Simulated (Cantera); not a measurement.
Adiabatic ignition

An adiabatic, constant-pressure homogeneous reactor starts with CH3OH : O2 : N2 = 1 : 1.7 : 12.3 (molar parts), equivalence ratio 0.88, at 1175 K and 2800000 Pa.

Detailed kinetics in Cantera: GRI-Mech 3.0 (53 species, 325 reactions). GRI-Mech 3.0 was tuned for natural gas; its chemistry of methanol as a main component is partial and can be far from experiment. The pressure lies above the range GRI-Mech 3.0 was tuned for (to about 10 atm).

| t (s) | T (K) | x CH3OH | x O2 | x C2H6 | x NO | x CH4 | x H | x CH3 |
|---|---|---|---|---|---|---|---|---|
| 3.00e-6 | 1175 | 0.0667 | 0.113 | <1e-12 | <1e-12 | 4.99e-9 | 4.75e-11 | 6.25e-9 |
| 9.72e-6 | 1175 | 0.0667 | 0.113 | 1.29e-12 | <1e-12 | 2.77e-8 | 4.96e-11 | 8.31e-9 |
| 3.15e-5 | 1175 | 0.0667 | 0.113 | 5.59e-12 | <1e-12 | 1.07e-7 | 5.28e-11 | 8.35e-9 |
| 0.000102 | 1175 | 0.0667 | 0.113 | 1.91e-11 | <1e-12 | 3.61e-7 | 6.77e-11 | 8.14e-9 |
| 0.000330 | 1175 | 0.0667 | 0.113 | 5.87e-11 | <1e-12 | 1.14e-6 | 1.80e-10 | 7.56e-9 |
| 0.00107 | 1176 | 0.0661 | 0.113 | 1.42e-10 | <1e-12 | 3.20e-6 | 8.20e-9 | 4.30e-9 |
| 0.00346 | 2281 | <1e-12 | 0.0130 | <1e-12 | 0.000379 | <1e-12 | 3.33e-5 | <1e-12 |
| 0.0112 | 2279 | <1e-12 | 0.0124 | <1e-12 | 0.00147 | <1e-12 | 3.30e-5 | <1e-12 |
| 0.0363 | 2276 | <1e-12 | 0.0117 | <1e-12 | 0.00304 | <1e-12 | 3.26e-5 | <1e-12 |
| 0.118 | 2275 | <1e-12 | 0.0115 | <1e-12 | 0.00349 | <1e-12 | 3.25e-5 | <1e-12 |
| 0.381 | 2275 | <1e-12 | 0.0115 | <1e-12 | 0.00349 | <1e-12 | 3.25e-5 | <1e-12 |
| 1.23 | 2275 | <1e-12 | 0.0115 | <1e-12 | 0.00349 | <1e-12 | 3.25e-5 | <1e-12 |
| 4.00 | 2275 | <1e-12 | 0.0115 | <1e-12 | 0.00349 | <1e-12 | 3.25e-5 | <1e-12 |
x: mole fraction; the columns are a selection and need not sum to one.

```yaml
time_of_steepest_temperature_rise: 1.40 ms
temperature at 4.00 s: 2275 K
equilibrium_temperature: 2275 K
x(CH3OH) at 4.00 s: <1e-12 (gas-phase equilibrium <1e-12)
x(O2) at 4.00 s: 0.0115 (gas-phase equilibrium 0.0115)
x(C2H6) at 4.00 s: <1e-12 (gas-phase equilibrium <1e-12)
```
